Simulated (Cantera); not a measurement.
**Adiabatic ignition**

An adiabatic, constant-volume homogeneous reactor starts with CH4 : H2 : O2 : N2 = 1 : 0.73 : 3.48 : 13.1 (molar parts), at 1423 K and 101000 Pa.

Model: GRI-Mech 3.0 (53 species, 325 reactions), integrated in Cantera.

```tsv
t (s)	T (K)	P (bar)	x CH4	x H2	x O2	x C2H2	x HCN	x CH3	x H
4.00e-6	1423	1.01	0.0546	0.0399	0.190	<1e-12	<1e-12	2.10e-7	2.80e-8
8.75e-6	1423	1.01	0.0546	0.0399	0.190	<1e-12	<1e-12	6.42e-7	4.70e-8
1.91e-5	1423	1.01	0.0546	0.0399	0.190	<1e-12	<1e-12	2.18e-6	1.08e-7
4.18e-5	1423	1.01	0.0546	0.0399	0.190	<1e-12	<1e-12	1.16e-5	4.82e-7
9.15e-5	1423	1.01	0.0544	0.0397	0.190	1.73e-10	<1e-12	0.000198	8.60e-6
0.000200	1624	1.16	0.0350	0.0392	0.169	4.72e-5	5.06e-9	0.00249	0.000410
0.000437	2755	1.97	<1e-12	0.00684	0.0618	<1e-12	7.94e-11	<1e-12	0.00416
0.000956	2749	1.96	<1e-12	0.00681	0.0595	<1e-12	1.30e-10	<1e-12	0.00405
0.00209	2741	1.96	<1e-12	0.00677	0.0569	<1e-12	1.81e-10	<1e-12	0.00393
0.00457	2737	1.95	<1e-12	0.00676	0.0556	<1e-12	2.04e-10	<1e-12	0.00387
0.0100	2737	1.95	<1e-12	0.00676	0.0555	<1e-12	2.06e-10	<1e-12	0.00386
0.0219	2737	1.95	<1e-12	0.00676	0.0555	<1e-12	2.06e-10	<1e-12	0.00386
0.0478	2737	1.95	<1e-12	0.00676	0.0555	<1e-12	2.06e-10	<1e-12	0.00386
0.105	2737	1.95	<1e-12	0.00676	0.0555	<1e-12	2.06e-10	<1e-12	0.00386
0.229	2737	1.95	<1e-12	0.00676	0.0555	<1e-12	2.06e-10	<1e-12	0.00386
0.500	2737	1.95	<1e-12	0.00676	0.0555	<1e-12	2.06e-10	<1e-12	0.00386
```
x: mole fraction; the columns are a selection and need not sum to one.

time of steepest temperature rise: 0.213 ms
temperature at 0.500 s: 2737 K
equilibrium temperature: 2737 K
x(CH4) at 0.500 s: <1e-12 (gas-phase equilibrium <1e-12)
x(H2) at 0.500 s: 0.00676 (gas-phase equilibrium 0.00676)
x(O2) at 0.500 s: 0.0555 (gas-phase equilibrium 0.0555)
